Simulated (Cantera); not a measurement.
Cantera with NASA thermochemical tables; ideal gases at 1 bar, condensed phases pure. Values are per mole of reaction as written; species without (g) are pure solids or liquids, kept so even where they would boil at 1 bar.

Problem. Between 300 and 1048 K, where is each reaction favourable under standard conditions?
- S + 2 Na → Na2S
- S2(g) + 4 Na(g) → 2 Na2S

Solution. 
- S + 2 Na → Na2S: ΔG° is -355 kJ at 300 K and -309 kJ at 1048 K; it stays negative (K > 1). ΔH° is -376 kJ and ΔS° -64 J/K at 1048 K.
- S2(g) + 4 Na(g) → 2 Na2S: ΔG° is -1095 kJ at 300 K and -638 kJ at 1048 K; it stays negative (K > 1). ΔH° is -1246 kJ and ΔS° -580 J/K at 1048 K.
